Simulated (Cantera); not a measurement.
Si + H2O + N2 + Cl2 (thermal oxidation and active oxidation of silicon)

Input: 1 mol Si, 0.043 mol H2O, 3.9 mol N2, 0.0046 mol Cl2, held at 66.0 Pa.

Method: chemical equilibrium by Gibbs-energy minimisation in Cantera with the NASA 1993 tables (ideal gas, pure condensed phases). Candidate condensed phases: H2O, NH4Cl, Si, SiO2, Si2N2O, Si3N4; 47 gas species. Mutual solubility and eutectic melting of coexisting phases are not modelled. The tables' values for SiCl, SiN are old estimates; treat these amounts as uncertain. Kinetics and transport are ignored.

```tsv
T (K)	x N2	x Si	x SiO	x H2	x H	n Si2N2O(s)	n Si3N4(s)	n Si(s)	n Si(l)
1523	0.984	6.42e-6	0.00110	0.0119	9.81e-5	0.0394	0.306	0	0
1573	0.981	3.63e-5	0.00469	0.0119	0.000173	0.0274	0.309	0	0
1623	0.973	0.000185	0.0128	0.0119	0.000293	0	0.318	0	0
1673	0.976	0.000633	0.0108	0.00995	0.000442	0	0	0.952	0
1723	0.975	0.00149	0.0108	0.00981	0.000703	0	0	0	0.948
1773	0.973	0.00323	0.0107	0.00960	0.00108	0	0	0	0.941
1823	0.970	0.00670	0.0107	0.00930	0.00163	0	0	0	0.926
1873	0.962	0.0134	0.0106	0.00887	0.00237	0	0	0	0.897
1923	0.949	0.0257	0.0105	0.00828	0.00334	0	0	0	0.843
1973	0.927	0.0478	0.0102	0.00748	0.00454	0	0	0	0.742
2023	0.887	0.0862	0.00979	0.00642	0.00592	0	0	0	0.556
```
x: gas mole fraction; n: condensed amount in mol.

From 1523 K to 1573 K the condensed part is Si2N2O(s) + Si3N4(s). At 1623 K the condensed part is Si3N4(s). At 1673 K the condensed part is Si(s). From 1723 K to 2023 K the condensed part is Si(l). The main Si-bearing gas is SiO at 1523 K and Si at 2023 K. The share of Si in condensed phases is highest at 1523 K (99.5 %) and lowest at 2023 K (55.6 %).
